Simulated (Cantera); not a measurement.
## Thermal oxidation and active oxidation of silicon: Si + O₂ + H₂

Charge: 1 mol Si, 0.31 mol O₂, 1.4 mol H₂, equilibrated at 0.133 bar.

Method: chemical equilibrium by Gibbs-energy minimisation in Cantera with the NASA 1993 tables (ideal gas, pure condensed phases). Candidate condensed phases: H₂O, Si, SiO₂; 18 gas species. Each liquid is taken as pure. Mutual solubility and eutectic melting of coexisting phases are not modelled. The tables hold silica as quartz up to 1696 K and as liquid above; real silica turns to tridymite and cristobalite and melts near 1996 K. Gases not in the tables: Si₂H₆ and higher silanes. Equilibrium is a limit: real reactors are often held back by kinetics, nucleation or transport.

```
T (°C)   x H₂    x SiO       x H      x Si     x SiH    x SiH₂     x Si₂  n Si(s)  n SiO₂(β-quartz)  n Si(l)  n SiO₂(condensed)
------  -----  -------  --------  --------  --------  --------  --------  -------  ----------------  -------  -----------------
1250    0.994  0.00587   6.31e-5   1.35e-7   1.44e-7   1.99e-6  2.03e-10    0.686             0.306        0                  0
1350    0.969   0.0306  0.000186   1.17e-6   8.46e-7   6.27e-6   3.37e-9    0.668             0.288        0                  0
1450    0.873    0.126  0.000467   7.38e-6   3.62e-6   1.48e-5   3.49e-8        0                 0    0.589              0.209
1550    0.692    0.307  0.000987   3.32e-5   1.08e-5   2.43e-5   2.15e-7        0                 0    0.380                  0
1650    0.691    0.307   0.00214  0.000127   3.16e-5   4.65e-5   1.09e-6        0                 0    0.380                  0
1750    0.689    0.306   0.00432  0.000427   8.32e-5   8.33e-5   4.67e-6        0                 0    0.379                  0
1850    0.685    0.305   0.00813   0.00128  0.000199  0.000140   1.75e-5        0                 0    0.377                  0
1950    0.678    0.304    0.0144   0.00345  0.000439  0.000225   5.77e-5        0                 0    0.371                  0
```
x: gas mole fraction; n: condensed amount in mol.

From 1250 °C to 1350 °C the condensed part is Si(s) + SiO₂(β-quartz). At 1450 °C the condensed part is Si(l) + SiO₂(condensed). From 1550 °C to 1950 °C the condensed part is Si(l). The main Si-bearing gas is SiO throughout. The share of Si in condensed phases is highest at 1250 °C (99.2 %) and lowest at 1950 °C (37.1 %).
